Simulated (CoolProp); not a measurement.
The fluid at 293.15 K and 0.221 MPa (stagnation) flows isentropically through a choked orifice. The same conditions are run with several fluids, on thermodynamics alone (safety and materials aside).

Values from CoolProp's reference Helmholtz-energy equation of state of each fluid (dimethyl ether: Wu 2011; nitrogen: Span 2000; R13: Platzer 1990; propane: Lemmon 2009; nitrous oxide: Lemmon 2006). The equations of Platzer and Polt are older, rougher fits.

```
fluid           throat to inlet pressure ratio  mass flux (kg/(m² s))  throat temperature (K)
--------------  ------------------------------  ---------------------  ----------------------
dimethyl ether                           0.577                    624                   272.0
nitrogen                                 0.528                    513                   244.2
R13                                        [?]                    [?]                   272.6
propane                                    [?]                    [?]                   274.1
nitrous oxide                            0.547                    628                   256.1
```

### Question
Fill in the missing entries.

### Answer

- R13, throat to inlet pressure ratio: 0.576
- R13, mass flux (kg/(m² s)): 930
- propane, throat to inlet pressure ratio: 0.580
- propane, mass flux (kg/(m² s)): 605
